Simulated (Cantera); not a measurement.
Charge: 1 mol FeCl₃, 3.7 mol N₂, at 850 °C and 0.0353 Torr.

Method: chemical equilibrium by Gibbs-energy minimisation in Cantera with the NASA 1993 tables (ideal gas, pure condensed phases). Candidate condensed phases: Fe, FeCl₂, FeCl₃; 10 gas species. Kinetics and transport are ignored.

Base state: N₂ 0.694, FeCl₂ 0.170, Cl 0.0666, Cl₂ 0.0518, FeCl₃ 0.0174 (mole fractions); condensed: gas only.

### Question
What changes in the equilibrium state with this change: N₂ from 3.7 to 99 mol?

### Answer
| species | before | after |
|---|---|---|
| N₂ | 0.694 | 0.981 |
| FeCl₂ | 0.170 | 0.00979 |
| Cl | 0.0666 | 0.00821 |
| FeCl₃ | 0.0174 | 0.000123 |
| Cl₂ | 0.0518 | 0.000787 |
